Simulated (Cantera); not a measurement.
A closed system holds: 1 mol H2S, 0.23 mol O2, equilibrated at 3075 K and 27.0 bar.

Cantera equilibrium calculation (NASA polynomials, part measured and part estimated; ideal gas, pure solids and liquids). Candidate condensed phases: H2O, H2SO4, S; 19 gas species. Equilibrium is a limit: real reactors are often held back by kinetics, nucleation or transport.

Base state: H2 0.330, H2O 0.194, S2 0.194, SH 0.0844, H2S 0.0667, SO 0.0523, S 0.0266, H 0.0219 (mole fractions); condensed: gas only.

What changes in the equilibrium state with this change: temperature from 3075 K to 2398 K?


```
species    before     after
-------  --------  --------
H2O         0.194     0.276
H2          0.330     0.257
S2          0.194     0.238
H2S        0.0667     0.156
H          0.0219   0.00154
S          0.0266   0.00263
SO         0.0523    0.0127
SH         0.0844    0.0368
SO2        0.0210    0.0161
O        0.000182   1.21e-6
O2        4.22e-5   5.41e-7
OH        0.00452  0.000303
S2O       0.00396   0.00431
```
